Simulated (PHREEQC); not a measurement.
Make-up at 25 °C: 4.4 mol/kgw KCl, 4.4 mol/kgw CaCl2 and 0.00051 mol/kgw H4SiO4. Closed to the air; pH follows from the charge balance.

Model: Pitzer model, pitzer.dat, run in PHREEQC.

| quantity | before | after |
|---|---|---|
| pH | 4.62 | 0.96 |
| H3SiO4- (mol/kgw) | 3.14e-7 | 2.41e-8 |
| SI of SiO2(a) (SiO2) | +0.63 | +3.06 |
| SI of Portlandite (Ca(OH)2) | -11.64 | -15.96 |

**Question.** What was changed between the two runs?
A. KCl replaced by MgCl2 at the same molality
B. temperature from 25 to 30 °C
C. KCl from 4.4 to 3.96 mol/kgw
D. CaCl2 from 4.4 to 4.84 mol/kgw
E. diluted 10-fold with water

**Answer.** A, KCl replaced by MgCl2 at the same molality

This is a speciation only: nothing precipitates in the calculation. Some of these states are supersaturated (in Sylvite, SiO2(a), Bischofite, for instance). In brines, pH and single-ion activities rest on the MacInnes convention.
